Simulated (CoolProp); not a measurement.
CH3F (R41) along the isotherm -81.75 °C: fugacity coefficient from the reference equation and from simpler models built on Tc = 44.1 °C, pc = 59.06 bar, ω = 0.200; each cubic takes its own stable root.

The numbers come from the reference Helmholtz-energy equation of state, Lemmon 2006 in CoolProp. It is a short technical equation, of lower accuracy than the large ones.

| p (bar) | phase | reference |
|---|---|---|
| 24.6 | liquid | 0.03472 |
| 49.2 | liquid | 0.01842 |
| 73.8 | liquid | 0.01302 |
| 98.4 | liquid | 0.01035 |
| 123 | liquid | 0.008780 |
| 148 | liquid | 0.007741 |
| 172 | liquid | 0.007049 |
| 197 | liquid | 0.006527 |
| 221 | liquid | 0.006155 |
| 246 | liquid | 0.005862 |
| 271 | liquid | 0.005640 |
| 295 | liquid | 0.005479 |

Question: How far does each simpler model (Redlich-Kwong, Soave-Redlich-Kwong, Peng-Robinson) lie from the reference over these 12 states: mean and median of the absolute difference, and the worst?

Answer: 
- Redlich-Kwong: mean 71.3 %, median 71.1 %, worst +86.7 % at -81.75 °C and 295 bar
- Soave-Redlich-Kwong: mean 7.7 %, median 7.4 %, worst +16.5 % at -81.75 °C and 295 bar
- Peng-Robinson: mean 3.8 %, median 3.7 %, worst +7.7 % at -81.75 °C and 295 bar
